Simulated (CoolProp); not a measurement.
A single-stage vapour-compression cycle with C2F6 (R116): evaporating at 220.15 K (dew point), condensing at 252.15 K (bubble point), superheat 8 K, subcooling 5 K, compressor efficiency 0.85, no pressure losses. Each further row changes one setting.

The numbers come from the reference Helmholtz-energy equation of state, Lemmon 2006 in CoolProp. It is a short technical equation, of lower accuracy than the large ones.

```csv
case,cooling COP,pressure ratio,discharge temperature (K),refrigerating effect (kJ/kg),volumetric capacity (kJ/m³)
as stated,?,3.09,261.9,81.7,2140
evaporating temperature 225.15 K,6.11,?,261.4,84.3,2680
condensing temperature 247.15 K,6.05,?,256.8,87.3,2290
subcooling 10 K,?,3.09,261.9,87.3,2290
superheat 18 K,4.98,3.09,271.6,?,2200
compressor efficiency 0.75,4.31,3.09,?,81.7,2140
```

Task: Complete the blanks.

Result: 
- as stated, cooling COP: 4.89
- evaporating temperature 225.15 K, pressure ratio: 2.54
- condensing temperature 247.15 K, pressure ratio: 2.65
- subcooling 10 K, cooling COP: 5.22
- superheat 18 K, refrigerating effect (kJ/kg): 88.8
- compressor efficiency 0.75, discharge temperature (K): 264.5
